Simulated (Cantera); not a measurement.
## Thermodynamics of tantalum, niobium, vanadium and zirconium in process gases, feed Zr + N₂O + H₂ + H₂O

A closed system holds: 1 mol Zr, 0.68 mol N₂O, 4.6 mol H₂, 0.053 mol H₂O, at 1.00 bar.

These are equilibrium values from Cantera (NASA tables, ideal gas, pure condensed phases), not measurements of a reactor. Candidate condensed phases: H₂O, Zr, ZrN, ZrO₂; 28 gas species. Mutual solubility and eutectic melting of coexisting phases are not modelled. ZrN: taken at fixed stoichiometry. Condensed phases not in the tables: solid solutions among these carbides, nitrides and lower oxides. The numbers say what is thermodynamically allowed, not how fast it happens.

At 1473 K the condensed part is ZrN(s) + ZrO₂(monoclinic). From 1498 K to 1623 K the condensed part is ZrN(s) + ZrO₂(tetragonal).

| T (K) | x H₂ | x N₂ | x H | x H₂O | x NH₃ | x NH₂ | n ZrN(s) | n ZrO₂(monoclinic) | n ZrO₂(tetragonal) |
|---|---|---|---|---|---|---|---|---|---|
| 1473 | 0.928 | 0.0724 | 1.22e-5 | 1.14e-5 | 1.62e-5 | 5.55e-10 | 0.634 | 0.366 | 0 |
| 1498 | 0.928 | 0.0724 | 1.66e-5 | 1.33e-5 | 1.50e-5 | 7.13e-10 | 0.634 | 0 | 0.366 |
| 1523 | 0.928 | 0.0724 | 2.23e-5 | 1.54e-5 | 1.39e-5 | 9.09e-10 | 0.634 | 0 | 0.366 |
| 1548 | 0.928 | 0.0724 | 2.97e-5 | 1.77e-5 | 1.29e-5 | 1.15e-9 | 0.634 | 0 | 0.366 |
| 1573 | 0.928 | 0.0724 | 3.92e-5 | 2.03e-5 | 1.21e-5 | 1.44e-9 | 0.634 | 0 | 0.366 |
| 1598 | 0.928 | 0.0724 | 5.13e-5 | 2.32e-5 | 1.13e-5 | 1.80e-9 | 0.634 | 0 | 0.366 |
| 1623 | 0.927 | 0.0724 | 6.66e-5 | 2.63e-5 | 1.06e-5 | 2.22e-9 | 0.634 | 0 | 0.366 |
x: gas mole fraction; n: condensed amount in mol.
